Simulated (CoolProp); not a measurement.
A single-stage vapour-compression cycle with the fluid: evaporating at 218.15 K (dew point), condensing at 278.15 K (bubble point), superheat 8 K, subcooling 0 K, compressor efficiency 0.65, no pressure losses. The same conditions are run with several fluids, on thermodynamics alone (safety and materials aside).

Values from CoolProp's reference Helmholtz-energy equation of state of each fluid (fluoroethane (R161): Wu 2012; C2F6 (R116): Lemmon 2006; R134a: Tillner-Roth 1994; R125: Lemmon 2005; dimethyl ether: Wu 2011; R404A: Lemmon 2003). Blends and air are pseudo-pure fits.

Q: Rank fluoroethane (R161), C2F6 (R116), R134a, R125, dimethyl ether, R404A by cooling COP, highest first.

A: dimethyl ether (1.88), fluoroethane (R161) (1.85), R134a (1.83), R404A (1.71), R125 (1.68), C2F6 (R116) (1.13)

| fluid | pressure ratio | discharge temperature (K) | refrigerating effect (kJ/kg) | volumetric capacity (kJ/m³) |
|---|---|---|---|---|
| fluoroethane (R161) | 12.2 | 374.1 | 330 | 362 |
| C2F6 (R116) | 6.95 | 297.3 | 41.7 | 1010 |
| R134a | 16.0 | 341.3 | 163 | 196 |
| R125 | 11.0 | 316.9 | 103 | 481 |
| dimethyl ether | 14.4 | 367.8 | 373 | 203 |
| R404A | 11.4 | 328.8 | 133 | 446 |
